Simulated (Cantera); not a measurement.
# Calcination and drying: MgSO4 + C + O2

Charge: 1 mol MgSO4, 0.049 mol C, 0.71 mol O2, equilibrated at 4.80 Torr.

Cantera equilibrium calculation (NASA polynomials, part measured and part estimated; ideal gas, pure solids and liquids). Candidate condensed phases: C, Mg, MgCO3, MgO, MgS, MgSO4, S; 26 gas species. Mutual solubility and eutectic melting of coexisting phases are not modelled. Rates play no part.

| T (K) | x O2 | x SO2 | x CO2 | x SO3 | x O | n MgO(s) | n MgSO4(s) |
|---|---|---|---|---|---|---|---|
| 950 | 0.930 | 0.000529 | 0.0689 | 0.000137 | 3.83e-10 | 0.000473 | 1.000 |
| 1050 | 0.882 | 0.0501 | 0.0636 | 0.00389 | 7.85e-9 | 0.0416 | 0.958 |
| 1150 | 0.523 | 0.445 | 0.0223 | 0.0101 | 7.51e-8 | 1.00 | 0 |
| 1250 | 0.524 | 0.449 | 0.0222 | 0.00454 | 6.26e-7 | 1.00 | 0 |
| 1350 | 0.525 | 0.451 | 0.0222 | 0.00229 | 3.82e-6 | 1.00 | 0 |
| 1450 | 0.525 | 0.451 | 0.0222 | 0.00127 | 1.82e-5 | 1.00 | 0 |
| 1550 | 0.525 | 0.452 | 0.0222 | 0.000765 | 7.09e-5 | 1.00 | 0 |
| 1650 | 0.525 | 0.452 | 0.0222 | 0.000489 | 0.000235 | 1.00 | 0 |
| 1750 | 0.525 | 0.452 | 0.0221 | 0.000330 | 0.000677 | 1.00 | 0 |
| 1850 | 0.524 | 0.452 | 0.0220 | 0.000232 | 0.00174 | 1.000 | 0 |
| 1950 | 0.522 | 0.450 | 0.0218 | 0.000169 | 0.00408 | 1.000 | 0 |
x: gas mole fraction; n: condensed amount in mol.

From 950 K to 1050 K the condensed part is MgO(s) + MgSO4(s). From 1150 K to 1950 K the condensed part is MgO(s).
